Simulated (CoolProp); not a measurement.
The numbers come from the reference Helmholtz-energy equation of state, Schroeder 2014 in CoolProp.

Task: For ethanol, give the phase and the expansivity (1/kK), fugacity coefficient at 135.45 °C and 9.85 MPa; 193.05 °C and 9.85 MPa; 346.85 °C and 9.85 MPa.

Result: 
- 135.45 °C and 9.85 MPa: liquid; expansivity 1.76, fugacity coefficient 0.0734
- 193.05 °C and 9.85 MPa: liquid; expansivity 2.94, fugacity coefficient 0.244
- 346.85 °C and 9.85 MPa: supercritical; expansivity 4.63, fugacity coefficient 0.814
